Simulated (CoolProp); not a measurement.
Computed with CoolProp (reference Helmholtz-energy equation of state, Zhou 2012).

Give the vapour pressure (kPa), liquid cp (kJ/(kg K)), vapour Z of saturated p-xylene at 160.55, 164.35, 187.25 °C.


```json
[
 {"T (°C)": "160.55", "p (kPa)": "177", "liquid cp (kJ/(kg K))": "2.20", "vapour Z": "0.931"},
 {"T (°C)": "164.35", "p (kPa)": "194", "liquid cp (kJ/(kg K))": "2.21", "vapour Z": "0.927"},
 {"T (°C)": "187.25", "p (kPa)": "320", "liquid cp (kJ/(kg K))": "2.30", "vapour Z": "0.897"}
]
```
